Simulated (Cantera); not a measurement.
Feed: 1 mol trisilylamine, 36 mol NH3, at 1898 K.

Equilibrium computed with Cantera from the NASA thermochemical tables; the gas is ideal and each condensed phase is pure. Candidate condensed phases: Si, Si3N4; 18 gas species. The feed counts by its element totals alone. The tables' values for SiN are old estimates; treat these amounts as uncertain. Gases not in the tables: Si2H6 and higher silanes. Rates play no part.

x: gas mole fraction; n: condensed amount in mol.

```csv
P (Pa),x H2,x N2,x H,x Si,x SiH,n Si(l),n Si3N4(s)
5,0.654,0.221,0.0894,0.0355,0.000177,0,0
36,0.703,0.228,…,0.0341,…,…,0
260,0.744,0.237,…,…,…,…,0
1900,0.755,0.239,0.00493,0.000647,6.76e-5,2.94,0
14000,0.758,0.240,0.00182,8.77e-5,2.49e-5,2.99,0
100000,0.779,0.220,0.000690,3.94e-6,3.04e-6,0,0.999
```

Task: Some entries are withheld; supply them.

Result: 
- 36, x H: 0.0345
- 36, x SiH: 0.000474
- 36, n Si(l): 0.0942
- 260, x H: 0.0132
- 260, x Si: 0.00472
- 260, x SiH: 0.000181
- 260, n Si(l): 2.59
